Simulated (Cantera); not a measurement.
Charge: 1 mol AlCl₃, 0.33 mol O₂, 7.2 mol H₂, held at 0.00250 bar.

Cantera equilibrium calculation (NASA polynomials, part measured and part estimated; ideal gas, pure solids and liquids). Candidate condensed phases: Al, AlCl₃, Al₂O₃, H₂O; 29 gas species. Rates play no part.

Q: At 1023 K, list the 3 most abundant gas species with their mole fractions, and the condensed phases.

A: H₂ 0.777, HCl 0.157, AlCl₃ 0.0665. Condensed: Al₂O₃(s).
